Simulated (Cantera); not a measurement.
Mixture: 6.48 % CH₄, 19.6 % O₂, 73.9 % N₂, equivalence ratio 0.66, at 10.0 bar, adiabatic and at constant volume. Ignition delay is the time to a rise of 400 K.

Computed with Cantera and GRI-Mech 3.0 (53 species, 325 reactions).

Problem. At T0 = 1400 K, what is the delay, and which 6 reactions control it most (d ln τ / d ln k, from doubling and halving each rate constant)?

Solution. The delay is 0.397 ms.
```tsv
reaction	d ln τ / d ln k	faster rate
2 CH3 (+M) <=> C2H6 (+M)	0.50	lengthens it
CH3 + O2 <=> CH3O + O	-0.45	shortens it
CH3 + HO2 <=> CH3O + OH	-0.33	shortens it
H + O2 <=> O + OH	-0.25	shortens it
CH3 + O2 <=> CH2O + OH	-0.24	shortens it
CH2O + O2 <=> HCO + HO2	-0.23	shortens it
```
